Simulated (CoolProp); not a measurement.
Computed with CoolProp (reference Helmholtz-energy equation of state, Lemmon 2006). It is a short technical equation, of lower accuracy than the large ones.

Question: For carbon monoxide, give the phase and the Joule-Thomson coefficient (K/MPa) at -121.15 °C and 409 kPa; -58.75 °C and 409 kPa; -37.95 °C and 409 kPa.

Answer: 
- -121.15 °C and 409 kPa: gas; Joule-Thomson coefficient 8.44
- -58.75 °C and 409 kPa: gas; Joule-Thomson coefficient 4.67
- -37.95 °C and 409 kPa: gas; Joule-Thomson coefficient 3.96
